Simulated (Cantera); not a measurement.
Input (Python, Cantera) and output of one run.

```python
import numpy as np
import cantera as ct

gas_names = [...]  # 136 gases of nasa_gas.yaml made of C, H, N, O
cond_names = """
    C(gr) C6H6(L) C7H8(L) C8H18(L),n-octa H2O(s) H2O(L)
""".split()


# ... load() reads the species with a 1 bar reference pressure and builds the phases ...
atoms = {
    'C3H6': {'C': 3, 'H': 6},
    'H2O': {'H': 2, 'O': 1},
    'NH3': {'N': 1, 'H': 3},
}
top_T = {'C(gr)': 4500}  # K; cautious upper limits of use, not melting points


# ... equilibrate(T, P, feed) seeds the gas with the atoms and calls Mixture.equilibrate('TP', solver="vcs", rtol=1e-11, max_steps=5000) ...
results = []
feed = {'C3H6': 1, 'H2O': 2.7, 'NH3': 2.7}  # mol
P = 46  # Pa
for T in [1000, 1100, 1200, 1300, 1400, 1500, 1600, 1700, 1800, 1900, 2000]:
    mix = equilibrate(T, P, feed)
    results.append((T, P, feed, dict(zip(mix.species_names, mix.species_moles))))
    x = sorted(zip(gas.X, gas.species_names), reverse=True)
    print(f"T = {T:g} K  P = {P:g} Pa  gas = {mix.phase_moles(0):.4g} mol")
    print("   x: " + "  ".join(f"{s} {v:.3e}" for v, s in x if v > 1e-05))
    print("   condensed (mol): " + ("  ".join(f"{mix.phase(i).name} {mix.phase_moles(i):.4g}"
          for i in range(1, mix.n_phases) if mix.phase_moles(i) > 1e-12) or "none"))
```

Output:

```
T = 1000 K  P = 46 Pa  gas = 13.8 mol
   x: H2 7.065e-01  CO 1.956e-01  N2 9.783e-02  H2O 2.513e-05  CH4 2.192e-05
   condensed (mol): C(gr) 0.3002
T = 1100 K  P = 46 Pa  gas = 13.8 mol
   x: H2 7.065e-01  CO 1.956e-01  N2 9.782e-02
   condensed (mol): C(gr) 0.2999
T = 1200 K  P = 46 Pa  gas = 13.8 mol
   x: H2 7.065e-01  CO 1.957e-01  N2 9.782e-02  HCN 1.959e-05
   condensed (mol): C(gr) 0.2997
T = 1300 K  P = 46 Pa  gas = 13.8 mol
   x: H2 7.065e-01  CO 1.956e-01  N2 9.780e-02  HCN 5.442e-05  H 4.335e-05
   condensed (mol): C(gr) 0.2992
T = 1400 K  P = 46 Pa  gas = 13.8 mol
   x: H2 7.063e-01  CO 1.956e-01  N2 9.775e-02  H 1.906e-04  HCN 1.304e-04
   condensed (mol): C(gr) 0.2981
T = 1500 K  P = 46 Pa  gas = 13.8 mol
   x: H2 7.058e-01  CO 1.956e-01  N2 9.765e-02  H 6.895e-04  HCN 2.775e-04
   condensed (mol): C(gr) 0.2959
T = 1600 K  P = 46 Pa  gas = 13.81 mol
   x: H2 7.044e-01  CO 1.954e-01  N2 9.745e-02  H 2.128e-03  HCN 5.363e-04  C2H2,acetylene 1.937e-05  HNC 1.227e-05
   condensed (mol): C(gr) 0.2919
T = 1700 K  P = 46 Pa  gas = 13.84 mol
   x: H2 7.011e-01  CO 1.951e-01  N2 9.705e-02  H 5.752e-03  HCN 9.555e-04  C2H2,acetylene 5.146e-05  HNC 2.858e-05
   condensed (mol): C(gr) 0.285
T = 1800 K  P = 46 Pa  gas = 13.9 mol
   x: H2 6.937e-01  CO 1.943e-01  N2 9.632e-02  H 1.390e-02  HCN 1.587e-03  C2H2,acetylene 1.217e-04  HNC 6.023e-05
   condensed (mol): C(gr) 0.2737
T = 1900 K  P = 46 Pa  gas = 14.01 mol
   x: H2 6.790e-01  CO 1.927e-01  N2 9.504e-02  H 3.049e-02  HCN 2.474e-03  C2H2,acetylene 2.592e-04  HNC 1.161e-04
   condensed (mol): C(gr) 0.2564
T = 2000 K  P = 46 Pa  gas = 14.24 mol
   x: H2 6.519e-01  CO 1.897e-01  N2 9.291e-02  H 6.122e-02  HCN 3.629e-03  C2H2,acetylene 5.008e-04  HNC 2.062e-04
   condensed (mol): C(gr) 0.231
```

Equilibrium computed with Cantera from the NASA thermochemical tables; the gas is ideal and each condensed phase is pure.
